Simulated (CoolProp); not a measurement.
Vapour-liquid equilibrium of acetone (1) + dimethyl carbonate (2) at 318.8 K; x and y are mole fractions of (1).

The numbers come from the multi-fluid Helmholtz-energy mixture model, Lemmon 2006 and Zhou 2011; pair parameters Bell 2016 in CoolProp.

```
x     bubble pressure, mixture model (MPa)  bubble pressure, Raoult's law (MPa)  y, mixture model  y, Raoult's law
----  ------------------------------------  -----------------------------------  ----------------  ---------------
0.05                               0.02235                              0.02184             0.178            0.160
0.2                                0.03052                              0.02944             0.485            0.475
0.35                               0.03790                              0.03704             0.655            0.661
0.5                                0.04506                              0.04464             0.772            0.784
0.65                               0.05231                              0.05225             0.860            0.871
0.8                                0.05976                              0.05985             0.929            0.935
0.95                               0.06742                              0.06745             0.984            0.986
```

The largest gap from Raoult's law is +3.7 % in bubble pressure, at x = 0.2. No azeotrope shows between x = 0.05 and 0.95.

The pair parameters rest on a limited set of measurements; away from them the model extrapolates.
